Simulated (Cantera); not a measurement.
Input (Python, Cantera):

```python
import numpy as np
import cantera as ct

gas = ct.Solution("gri30.yaml")
gas.TPX = 550, 38000, {'H2': 1, 'O2': 0.417, 'N2': 1.57}
inlet = ct.Reservoir(gas, clone=True)
gas.equilibrate("HP")  # start burning
reactor = ct.IdealGasConstPressureReactor(gas, energy="on", clone=False)
exhaust = ct.Reservoir(gas, clone=True)
tau = [0.072, 0.027, 0.0098, 0.0036, 0.0014, 0.0005, 0.00019, 6.9e-05, 2.5e-05, 9.4e-06, 3.5e-06][0]
for a, b in ((inlet, reactor), (reactor, exhaust)):
    ct.MassFlowController(a, b, mdot=lambda t: reactor.mass / tau)
net = ct.ReactorNet([reactor])
show = ['H2', 'O2', 'OH', 'N2O', 'NO2']

rows = []
print(f"{'tau/s':>10s}{'T/K':>9s}" + "".join(f"{s:>11s}" for s in show))
for tau in [0.072, 0.027, 0.0098, 0.0036, 0.0014, 0.0005, 0.00019, 6.9e-05, 2.5e-05, 9.4e-06, 3.5e-06]:
    net.initial_time = 0.0
    net.advance(30 * tau)
    before = gas.X
    net.advance(40 * tau)
    drift = np.max(np.abs(gas.X - before) / (gas.X + 1e-9))
    rows.append([gas.T, *gas[show].X, drift])
    print(f"{tau:10.3e}{gas.T:9.1f}" + "".join(f"{x:11.3e}" for x in gas[show].X))
```

Result:

```
     tau/s      T/K         H2         O2         OH        N2O        NO2
 7.200e-02   2441.0  6.898e-02  1.881e-03  9.485e-03  3.882e-08  5.768e-08
 2.700e-02   2404.7  6.981e-02  2.622e-03  1.091e-02  3.156e-08  4.128e-08
 9.800e-03   2328.1  7.154e-02  4.254e-03  1.321e-02  2.284e-08  1.874e-08
 3.600e-03   2200.8  7.400e-02  6.994e-03  1.539e-02  1.703e-08  5.472e-09
 1.400e-03   2038.3  7.587e-02  1.045e-02  1.611e-02  1.518e-08  1.934e-09
 5.000e-04   1830.5  7.619e-02  1.491e-02  1.471e-02  1.484e-08  1.042e-09
 1.900e-04   1622.4  7.595e-02  2.015e-02  1.164e-02  1.421e-08  6.285e-10
 6.900e-05   1398.1  8.725e-02  3.102e-02  7.513e-03  1.214e-08  2.679e-10
 2.500e-05    550.0  3.348e-01  1.396e-01  4.072e-21  1.189e-22  4.144e-21
 9.400e-06    550.0  3.348e-01  1.396e-01  1.274e-22  3.723e-24  1.298e-22
 3.500e-06    550.0  3.348e-01  1.396e-01  7.903e-25  4.290e-27  1.495e-25
```

Model: GRI-Mech 3.0 (53 species, 325 reactions), integrated in Cantera.
